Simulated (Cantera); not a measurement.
Cantera run, input and output.

```python
import numpy as np
import cantera as ct

gas = ct.Solution("gri30.yaml", transport_model="mixture-averaged")
show = ['NO', 'NH3', 'O']

rows = []
print(f"{'T/K':>7s}{'rho':>11s}{'cp':>10s}{'mu':>11s}{'lambda':>11s}{'Pr':>7s}" + "".join(f"{'D_' + s:>11s}" for s in show))
for T in [400, 600, 800, 1000, 1200, 1400, 1600, 1800]:
    gas.TPX = T, 13332, {'CO2': 0.17, 'H2O': 0.097}
    Pr = gas.cp_mass * gas.viscosity / gas.thermal_conductivity
    D = [gas.mix_diff_coeffs_mole[gas.species_index(s)] for s in show]
    rows.append([gas.density, gas.cp_mass, gas.viscosity, gas.thermal_conductivity, Pr, *D])
    print(f"{T:7g}{gas.density:11.4e}{gas.cp_mass:10.1f}{gas.viscosity:11.4e}"
          f"{gas.thermal_conductivity:11.4e}{Pr:7.3f}" + "".join(f"{d:11.4e}" for d in D))
print("SI units: kg/m3, J/kg/K, Pa s, W/m/K, m2/s")
```

It prints:

```
    T/K        rho        cp         mu     lambda     Pr       D_NO      D_NH3        D_O
    400 1.3856e-01    1120.5 1.8339e-05 2.9085e-02  0.706 2.2558e-04 2.2992e-04 3.6934e-04
    600 9.2375e-02    1254.1 2.6465e-05 4.7237e-02  0.703 4.6561e-04 5.0988e-04 7.5560e-04
    800 6.9281e-02    1354.5 3.3718e-05 6.5647e-02  0.696 7.6741e-04 8.7943e-04 1.2396e-03
   1000 5.5425e-02    1434.6 4.0314e-05 8.3846e-02  0.690 1.1239e-03 1.3269e-03 1.8106e-03
   1200 4.6187e-02    1498.3 4.6399e-05 1.0158e-01  0.684 1.5304e-03 1.8440e-03 2.4614e-03
   1400 3.9589e-02    1550.4 5.2079e-05 1.1874e-01  0.680 1.9835e-03 2.4251e-03 3.1868e-03
   1600 3.4640e-02    1592.9 5.7427e-05 1.3528e-01  0.676 2.4806e-03 3.0655e-03 3.9827e-03
   1800 3.0792e-02    1627.5 6.2501e-05 1.5120e-01  0.673 3.0198e-03 3.7621e-03 4.8459e-03
SI units: kg/m3, J/kg/K, Pa s, W/m/K, m2/s
```

Detailed kinetics in Cantera: GRI-Mech 3.0 (53 species, 325 reactions). Polar gases are described roughly by these parameters.
